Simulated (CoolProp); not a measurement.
A Linde-Hampson liquefier for dry air: isothermal reversible compression at 230 K from 1 atm to 40 MPa, throttling to 1 atm, return gas leaving the recuperator 2 K below the feed. Each further row changes one setting.

Computed with CoolProp (reference Helmholtz-energy equation of state, Lemmon 2000). It is a pseudo-pure fit of the blend.

```
case                        liquid yield per pass  compression work (kJ/kg of gas)
--------------------------  ---------------------  -------------------------------
as stated                                   0.205                              384
high pressure 80 MPa                        0.160                              452
warm-end temperature 260 K                  0.152                              443
warm-end gap 7 K                            0.194                              384
```
